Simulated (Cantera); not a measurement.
Charge: 1 mol Ti, 0.26 mol CO2, 3.1 mol CO, at 350 °C and 10000 Pa.

Equilibrium computed with Cantera from the NASA thermochemical tables; the gas is ideal and each condensed phase is pure. Candidate condensed phases: C, Ti, TiC, TiO, TiO2, Ti2O3, Ti3O5, Ti4O7; 15 gas species. The numbers say what is thermodynamically allowed, not how fast it happens.

Base state: CO2 0.992, CO 0.00791 (mole fractions); condensed: C(graphite) + TiO2(rutile).

Question: What changes in the equilibrium state with this change: temperature from 350 °C to 927 °C?

Answer: 
```json
[
 {"species": "CO", "before": "0.00791", "after": "0.998"},
 {"species": "CO2", "before": "0.992", "after": "0.00188"},
 {"species": "C(graphite), mol", "before": "2.55", "after": "1.74"},
 {"species": "TiO2(rutile), mol", "before": "1.00", "after": "1.00"}
]
```

Question: What changes in the equilibrium state with this change: temperature from 350 °C to 1452 °C?

Answer: 
```json
[
 {"species": "CO", "before": "0.00791", "after": "1.000"},
 {"species": "CO2", "before": "0.992", "after": "0.000105"},
 {"species": "C(graphite), mol", "before": "2.55", "after": "0"},
 {"species": "TiO2(rutile), mol", "before": "1.00", "after": "0"},
 {"species": "TiC(s), mol", "before": "0", "after": "0.496"},
 {"species": "Ti2O3(s), mol", "before": "0", "after": "0.252"}
]
```
Mutual solubility and eutectic melting of coexisting phases are not modelled. TiC: taken at fixed stoichiometry.

Question: What changes in the equilibrium state with this change: Ti replaced by Si?

Answer: 
```csv
species,before,after
CO2,0.992,0.992
CO,0.00791,0.00791
"C(graphite), mol",2.55,2.55
"TiO2(rutile), mol",1.00,0
"SiO2(α-quartz), mol",0,1.00
```
Further candidate phases: Si, SiC, SiO2.
